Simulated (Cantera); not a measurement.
An adiabatic, constant-pressure homogeneous reactor starts with CH3OH : O2 : N2 : CO2 = 1 : 1.63 : 6.13 : 1.7 (molar parts), at 1173 K and 10.0 bar.

Computed with Cantera and GRI-Mech 3.0 (53 species, 325 reactions). GRI-Mech 3.0 was tuned for natural gas; its chemistry of methanol as a main component is partial and can be far from experiment.

### Question
Predict: time of steepest temperature rise; temperature at 0.800 s; equilibrium temperature; x(O2) at 0.800 s; x(CO2) at 0.800 s; x(N2O) at 0.800 s; x(OH) at 0.800 s.

### Answer
* **time of steepest temperature rise**: 2.48 ms
* **temperature at 0.800 s**: 2435 K
* **equilibrium temperature**: 2435 K
* **x(O2) at 0.800 s**: 0.0164 (gas-phase equilibrium 0.0164)
* **x(CO2) at 0.800 s**: 0.229 (gas-phase equilibrium 0.229)
* **x(N2O) at 0.800 s**: 7.04e-7 (gas-phase equilibrium 7.04e-7)
* **x(OH) at 0.800 s**: 0.00465 (gas-phase equilibrium 0.00465)
